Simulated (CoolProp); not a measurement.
Saturation properties of n-nonane (Tc = 594.5 K, pc = 2282 kPa, ω = 0.443).

The numbers come from the reference Helmholtz-energy equation of state, Lemmon 2006 in CoolProp. It is a short technical equation, of lower accuracy than the large ones.

```csv
T (K),p (kPa),liquid density (kg/m³),liquid viscosity (µPa s),vapour viscosity (µPa s),liquid conductivity (mW/(m K))
405.6,60.75,625.5,239,7.27,101
418.1,86.65,614.3,218,7.47,98.7
430.5,120.2,602.8,199,7.68,96.4
443,163.6,590.9,182,7.88,94.0
455.4,217.8,578.7,166,8.09,91.8
467.9,285.5,565.8,151,8.31,89.5
480.3,367.4,552.4,138,8.54,87.3
492.8,467.1,538.1,125,8.78,85.1
505.3,586.1,522.9,114,9.05,82.9
517.7,725.7,506.7,102,9.35,80.7
530.2,890.7,488.7,91.8,9.71,78.4
```

It boils at 423.9 K under 1 atm.

Viscosity comes from a separate model (Huber 2004). Thermal conductivity comes from a separate model (Huber 2005).
